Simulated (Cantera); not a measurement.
**Reactions in the system Br-Ca-H**

Source: NASA polynomial tables (part measured, part estimated), evaluated in Cantera. Values are per mole of reaction as written; species without (g) are pure solids or liquids, kept so even where they would boil at 1 bar.

2 H(g) + CaBr2 ⇌ Ca(g) + 2 HBr(g)

```csv
T (K),ΔH° (kJ),ΔS° (J/K),ΔG° (kJ),log10 K,condensed phases
300,352.1,192.9,294.2,-51.23,CaBr2(s)
1150,284.0,105.5,162.7,-7.39,CaBr2(l)
1225,279.0,101.3,154.9,-6.60,CaBr2(l)
1300,274.0,97.3,147.5,-5.92,CaBr2(l)
1375,269.1,93.7,140.3,-5.33,CaBr2(l)
1450,264.2,90.2,133.4,-4.81,CaBr2(l)
1525,259.4,86.9,126.8,-4.34,CaBr2(l)
1600,254.5,83.9,120.3,-3.93,CaBr2(l)
1675,249.8,81.0,114.2,-3.56,CaBr2(l)
1750,245.1,78.2,108.2,-3.23,CaBr2(l)
```
